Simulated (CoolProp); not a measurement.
Vapour-liquid equilibrium of carbon dioxide (1) + R124 (2) at 7.03 bar; x and y are mole fractions of (1).

Model: multi-fluid Helmholtz-energy mixture model, Span 1996 and de Vries 1995; pair parameters Bell 2016, in CoolProp.

```
x     bubble temperature (K)  y at the bubble point  dew temperature at overall composition x (K)  liquid density (mol/L)
----  ----------------------  ---------------------  --------------------------------------------  ----------------------
0.05                       ?                  0.346                                         317.3                   10.05
0.15                   280.7                  0.703                                         313.1                   11.30
0.25                   265.8                  0.843                                         308.6                   12.47
0.35                   255.6                  0.907                                         303.7                   13.66
0.45                   248.0                  0.943                                         298.3                   14.95
0.55                   241.9                  0.964                                         292.2                   16.38
0.65                   236.7                      ?                                         285.1                   18.00
0.75                   232.4                      ?                                         276.4                   19.88
0.85                   228.6                  0.994                                         264.8                   22.07
0.95                   225.3                  0.998                                         246.0                   24.68
```

Q: Fill in the missing entries.

A: 
- 0.05, bubble temperature (K): 303.9
- 0.65, y at the bubble point: 0.978
- 0.75, y at the bubble point: 0.988

No azeotrope shows between x = 0.05 and 0.95.

The pair parameters rest on a limited set of measurements; away from them the model extrapolates.
